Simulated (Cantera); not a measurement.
Source: NASA polynomial tables (part measured, part estimated), evaluated in Cantera. Values are per mole of reaction as written; species without (g) are pure solids or liquids, kept so even where they would boil at 1 bar.

### Question
Between 1825 and 2125 K, where is each reaction favourable under standard conditions?
- Zr + 2 OH(g) = ZrO2 + H2(g)

### Answer
- Zr + 2 OH(g) = ZrO2 + H2(g): ΔG° is -783 kJ at 1825 K and -722 kJ at 2125 K; it stays negative (K > 1). ΔH° is -1154 kJ and ΔS° -203 J/K at 2125 K.
